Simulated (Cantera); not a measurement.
# Thermodynamics of carbon deposition, reforming and gasification, feed C2H2 + O2 + CO2

A closed system holds: 1 mol C2H2, 0.09 mol O2, 0.04 mol CO2, equilibrated at 1 atm.

These are equilibrium values from Cantera (NASA tables, ideal gas, pure condensed phases), not measurements of a reactor. Candidate condensed phases: C, C6H6, C7H8, C8H18, H2O; 110 gas species. Kinetics and transport are ignored.

From 1548 K to 2748 K the condensed part is C(graphite). The main C-bearing gas is CO throughout.

```tsv
T (K)	x H2	x CO	x H	x C2H2 (acetylene)	x CH4	x C4H2	x H2O	x C2H	n C(graphite)
1548	0.792	0.206	2.72e-5	1.24e-5	0.00130	7.50e-11	0.000203	1.07e-12	1.78
1698	0.793	0.206	0.000128	5.71e-5	0.000702	1.61e-9	8.09e-5	5.10e-11	1.78
1848	0.793	0.206	0.000469	0.000204	0.000419	2.09e-8	3.75e-5	1.29e-9	1.78
1998	0.791	0.206	0.00142	0.000600	0.000271	1.83e-7	1.95e-5	2.00e-8	1.78
2148	0.789	0.206	0.00368	0.00151	0.000186	1.17e-6	1.12e-5	2.10e-7	1.78
2298	0.783	0.206	0.00842	0.00335	0.000133	5.87e-6	6.85e-6	1.62e-6	1.77
2448	0.771	0.205	0.0174	0.00667	9.85e-5	2.38e-5	4.43e-6	9.63e-6	1.76
2598	0.752	0.203	0.0328	0.0121	7.38e-5	8.07e-5	2.98e-6	4.63e-5	1.75
2748	0.721	0.200	0.0573	0.0202	5.52e-5	0.000234	2.04e-6	0.000185	1.73
```
x: gas mole fraction; n: condensed amount in mol.
